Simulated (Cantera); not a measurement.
A closed system holds: 1 mol (CH₃)₂SiCl₂, 0.15 mol HCl, 9.6 mol H₂, equilibrated at 1198.15 K and 100000 Pa.

Cantera equilibrium calculation (NASA polynomials, part measured and part estimated; ideal gas, pure solids and liquids). The feed counts by its element totals alone. The tables' values for SiCl₃ are old estimates; treat these amounts as uncertain. Kinetics and transport are ignored.

| species | before | after |
|---|---|---|
| H₂ | 0.857 | 0.988 |
| HCl | 0.121 | 0.0112 |
| CH₄ | 0.0118 | 0.000203 |
| SiHCl₃ | 0.00160 | 8.61e-5 |
| SiCl₄ | 0.00837 | 3.62e-5 |
| SiCl₃ | 0.000251 | 1.26e-5 |
| SiCl₂ | 6.65e-5 | 3.85e-5 |
| SiH₂Cl₂ | 4.01e-5 | 2.68e-5 |
| C(graphite), mol | 0.981 | 0 |
| SiC(s), mol | 0.861 | 0.997 |
Gas species are given as mole fractions.

Q: Name the change that produced these shifts.
A) pressure from 100000 Pa to 150 Pa
B) temperature from 1198.15 K to 2498.15 K
C) H₂ from 9.6 to 17 mol
D) (CH₃)₂SiCl₂ replaced by CH₃SiH₃

A: D, (CH₃)₂SiCl₂ replaced by CH₃SiH₃
